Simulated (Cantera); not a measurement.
A closed system holds: 1 mol HMDSO, 14 mol H2O, 87 mol N2, 26 mol N2O, at 69.0 Pa.

These are equilibrium values from Cantera (NASA tables, ideal gas, pure condensed phases), not measurements of a reactor. Candidate condensed phases: C, C6H6, C7H8, C8H18, H2O, Si, SiC, SiO2, Si2N2O, Si3N4; 151 gas species. The feed counts by its element totals alone. The tables hold silica as quartz up to 1696 K and as liquid above; real silica turns to tridymite and cristobalite and melts near 1996 K. Kinetics and transport are ignored. All values below are at 1723 K.

Base state: N2 0.788, H2O 0.158, CO2 0.0403, O2 0.00792, H2 0.00172, CO 0.00154, OH 0.00145, NO 0.000614 (mole fractions); condensed: SiO2(condensed).

Q: What changes in the equilibrium state with this change: pressure from 69.0 Pa to 1330 Pa?

A: 
| species | before | after |
|---|---|---|
| N2 | 0.788 | 0.789 |
| H2O | 0.158 | 0.160 |
| CO2 | 0.0403 | 0.0415 |
| H2 | 0.00172 | 0.000424 |
| H | 0.000288 | 3.25e-5 |
| O | 0.000193 | 4.10e-5 |
| CO | 0.00154 | 0.000387 |
| SiO2(condensed), mol | 2.00 | 2.00 |
